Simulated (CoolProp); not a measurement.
n-undecane along the isobar 6520 kPa: fugacity coefficient from the reference equation and from simpler models built on Tc = 365.7 °C, pc = 1990 kPa, ω = 0.539; each cubic takes its own stable root.

The numbers come from the reference Helmholtz-energy equation of state, Aleksandrov 2011 in CoolProp. It is a short technical equation, of lower accuracy than the large ones.

```json
[
 {"T (°C)": "49.35", "phase": "liquid", "reference": "8.097e-5"},
 {"T (°C)": "61.75", "phase": "liquid", "reference": "0.0001679"},
 {"T (°C)": "74.15", "phase": "liquid", "reference": "0.0003261"},
 {"T (°C)": "86.45", "phase": "liquid", "reference": "0.0005951"},
 {"T (°C)": "98.85", "phase": "liquid", "reference": "0.001037"},
 {"T (°C)": "111.25", "phase": "liquid", "reference": "0.001724"},
 {"T (°C)": "123.65", "phase": "liquid", "reference": "0.002752"},
 {"T (°C)": "135.95", "phase": "liquid", "reference": "0.004219"},
 {"T (°C)": "148.35", "phase": "liquid", "reference": "0.006278"},
 {"T (°C)": "160.75", "phase": "liquid", "reference": "0.009063"},
 {"T (°C)": "173.05", "phase": "liquid", "reference": "0.01270"},
 {"T (°C)": "185.45", "phase": "liquid", "reference": "0.01739"},
 {"T (°C)": "197.85", "phase": "liquid", "reference": "0.02329"}
]
```

**Question.** How far does each simpler model (Redlich-Kwong, Soave-Redlich-Kwong, Peng-Robinson) lie from the reference over these 13 states: mean and median of the absolute difference, and the worst?

**Answer.** 
- Redlich-Kwong: mean 635.4 %, median 454.1 %, worst +1773.5 % at 49.35 °C and 6520 kPa
- Soave-Redlich-Kwong: mean 6.7 %, median 6.3 %, worst +10.1 % at 197.85 °C and 6520 kPa
- Peng-Robinson: mean 6.2 %, median 4.8 %, worst +13.3 % at 49.35 °C and 6520 kPa
